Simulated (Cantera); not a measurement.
Feed: 1 mol TiO2, 0.69 mol C, 1.5 mol CO, equilibrated at 900 °C and 10.0 mbar.

These are equilibrium values from Cantera (NASA tables, ideal gas, pure condensed phases), not measurements of a reactor. Candidate condensed phases: C, Ti, TiC, TiO, TiO2, Ti2O3, Ti3O5, Ti4O7; 15 gas species. Condensed phases not in the tables: Magnéli phases beyond Ti4O7. Equilibrium is a limit: real reactors are often held back by kinetics, nucleation or transport.

Base state: CO 1.000, CO2 0.000278 (mole fractions); condensed: C(graphite) + Ti4O7(s).

Question: What changes in the equilibrium state with this change: TiO2 replaced by PbO?

Answer: 
```json
[
 {"species": "CO", "before": "1.000", "after": "0.822"},
 {"species": "CO2", "before": "0.000278", "after": "0.136"},
 {"species": "Pb", "before": "0", "after": "0.0423"},
 {"species": "C(graphite), mol", "before": "0.440", "after": "0"},
 {"species": "Ti4O7(s), mol", "before": "0.250", "after": "0"},
 {"species": "Pb(l), mol", "before": "0", "after": "0.903"}
]
```
Further candidate phases: Pb, PbO, PbO2, Pb3O4.

Question: What changes in the equilibrium state with this change: TiO2 replaced by Cu2O?

Answer: 
```tsv
species	before	after
CO	1.000	0.858
CO2	0.000278	0.142
C(graphite), mol	0.440	0
Ti4O7(s), mol	0.250	0
Cu(s), mol	0	2.00
```
Further candidate phases: Cu, CuO, Cu2O.
